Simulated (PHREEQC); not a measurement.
A solution holds 0.029 mol/kgw HF, 0.011 mol/kgw (CH3)4NF, 0.15 mol/kgw (NH4)2SiF6 and 0.0013 mol/kgw HCl, at 25 °C and 50 atm. Closed to the air; pH follows from the charge balance.

Equilibrium calculation in PHREEQC: ion-association model, phreeqc.dat.

| quantity | before | after |
|---|---|---|
| pH | 2.59 | 2.18 |
| ionic strength (mol/kgw) | 0.464 | 0.470 |
| F- (mol/kgw) | 0.0119 | 0.00591 |
| HF2- (mol/kgw) | 0.00112 | 0.000704 |
| NH3 (mol/kgw) | 3.53e-8 | 1.37e-8 |
| SI of Quartz (SiO2) | -4.57 | -4.37 |

**Question.** Name the change that produced these shifts.
A) HCl from 0.0013 to 0.013 mol/kgw
B) HCl left out
C) temperature from 25 to 5 °C
D) HF from 0.029 to 0.0029 mol/kgw

**Answer.** A, HCl from 0.0013 to 0.013 mol/kgw

This is a speciation only: nothing precipitates in the calculation. Under pressure, the constants of complexes without a molar volume in the database are unreliable. (CH3)4N+ isn't in the database: it is added as a free cation with an ion size of 4 Å. SiF6-2 is the database's only silicon fluoride.
